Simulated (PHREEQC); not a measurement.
Solution (85 °C): 0.21 mol/kgw CuSO4. Closed to the air; pH follows from the charge balance.

Equilibrium calculation in PHREEQC: ion-association model, wateq4f.dat.

Each row changes one thing in this solution. No solid was allowed to form.

| case | pH | ionic strength (mol/kgw) |
|---|---|---|
| as made | 3.92 | 0.393 |
| CuSO4 replaced by Li2SO4 at the same molality | 6.81 | [?] |
| CuSO4 from 0.21 to 0.021 mol/kgw | 4.22 | 0.0505 |
| 0.086 mol/kgw (CH3)4NF added | [?] | [?] |
| diluted 10-fold with water | 4.22 | 0.0505 |
| CuSO4 replaced by Cu(NO3)2 at the same molality | [?] | [?] |

Task: Fill in the missing entries.

Result: 
- CuSO4 replaced by Li2SO4 at the same molality, ionic strength (mol/kgw): 0.537
- 0.086 mol/kgw (CH3)4NF added, pH: 4.36
- 0.086 mol/kgw (CH3)4NF added, ionic strength (mol/kgw): 0.491
- CuSO4 replaced by Cu(NO3)2 at the same molality, pH: 3.41
- CuSO4 replaced by Cu(NO3)2 at the same molality, ionic strength (mol/kgw): 0.630

Some of these states are supersaturated (in Tenorite (slow to form), Cu(OH)2, CuF2:2H2O, for instance). (CH3)4N+ isn't in the database: it is added as a free cation with an ion size of 4 Å. Constants without temperature data keep their 25 °C values here.
